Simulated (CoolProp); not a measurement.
The numbers come from the reference Helmholtz-energy equation of state, Thol 2014 in CoolProp.

**Question.** For chloromethane (R40), give the phase and the speed of sound (m/s), expansivity (1/kK) at 171.45 °C and 23400 kPa.

**Answer.** 
- 171.45 °C and 23400 kPa: supercritical; speed of sound 528, expansivity 3.84
